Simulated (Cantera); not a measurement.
A freely propagating, adiabatic, planar premixed flame of CH₄ : O₂ : N₂ = 1 : 2 : 9 (molar parts), equivalence ratio 1.0, unburnt at 375 K and 0.859 atm; mixture-averaged transport, grid criteria slope 0.08 and curve 0.16, no radiation.

Model: GRI-Mech 3.0 (53 species, 325 reactions), integrated in Cantera. Burning velocities carry a grid error of a few per cent, more on coarse grids.

What does this change do: inlet temperature 375 to 700 K?


| quantity | before | after |
|---|---|---|
| laminar burning velocity | 40.0 cm/s | 145 cm/s |
| thermal thickness | 0.593 mm | 0.411 mm |
| peak x(OH) | 0.00564 | 0.00874 |
| peak x(C₂H) | 8.35e-8 | 3.13e-7 |
| peak x(CH₂CO) | 8.21e-5 | 0.000122 |
| peak x(C₂H₂) | 7.92e-5 | 0.000142 |
